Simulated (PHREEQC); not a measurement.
Solution (25 °C): 0.045 mol/kgw HF, 0.033 mol/kgw NH4HF2 and 0.0014 mol/kgw H4SiO4. Closed to the air; pH follows from the charge balance.

Equilibrium calculation in PHREEQC: ion-association model, phreeqc.dat.

No solid was allowed to form.

Q: Estimate the pH, ionic strength.

A: pH 2.70; ionic strength 0.0367 mol/kgw.

Q: In which forms is F present?

A: HF 57 %, F- 24 %, HF2- 11 %, SiF6-2 7.6 % of the F.

Species that the database lacks are ignored. SiF6-2 is the database's only silicon fluoride.
